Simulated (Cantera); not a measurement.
A perfectly stirred reactor is fed with H2 : O2 : N2 = 0.016 : 1 : 0.18 (molar parts), equivalence ratio 0.0080, at 20.0 Torr; it is held at 1473 K, and followed from long to short residence time.

Detailed kinetics in Cantera: GRI-Mech 3.0 (53 species, 325 reactions). Radical loss at walls, strong at low pressure, is not modelled.

Q: What does this change do: temperature 1473 to 1400 K?

A: 
| quantity | before | after |
|---|---|---|
| x(H2) at τ = 2.10 s | 1.58e-5 | 1.67e-5 |
| x(O2) at τ = 2.10 s | 0.833 | 0.834 |
| x(H) at τ = 2.10 s | 2.19e-5 | 1.93e-5 |
| x(NO2) at τ = 2.10 s | 6.59e-11 | 3.31e-11 |
| x(OH) at τ = 2.10 s | 0.000732 | 0.000578 |
| x(H2) at τ = 35.0 ms | 0.000145 | 0.000168 |
| x(O2) at τ = 35.0 ms | 0.826 | 0.827 |
| x(H) at τ = 35.0 ms | 0.000355 | 0.000374 |
| x(NO2) at τ = 35.0 ms | 5.37e-12 | 3.73e-12 |
| x(OH) at τ = 35.0 ms | 0.00185 | 0.00158 |
